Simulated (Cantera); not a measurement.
An adiabatic, constant-volume homogeneous reactor starts with CH₄ : C₂H₆ : C₃H₈ : O₂ : N₂ = 1 : 0.074 : 0.17 : 1.53 : 5.75 (molar parts), at 1600 K and 0.987 atm.

Cantera simulation using GRI-Mech 3.0 (53 species, 325 reactions); the numbers are that mechanism's predictions, not measurements. GRI-Mech 3.0 was tuned for natural gas; its chemistry of propane as a main component is partial and can be far from experiment.

Q: Predict: time of steepest temperature rise; temperature at 0.100 s; equilibrium temperature; x(H₂) at 0.100 s; x(N₂O) at 0.100 s; x(NO₂) at 0.100 s.

A: 
| Item | Result |
|---|---|
| time of steepest temperature rise | 70.2 µs |
| temperature at 0.100 s | 2819 K |
| equilibrium temperature | 2819 K |
| x(H₂) at 0.100 s | 0.151 (gas-phase equilibrium 0.151) |
| x(N₂O) at 0.100 s | 5.67e-8 (gas-phase equilibrium 5.67e-8) |
| x(NO₂) at 0.100 s | 2.08e-8 (gas-phase equilibrium 2.08e-8) |
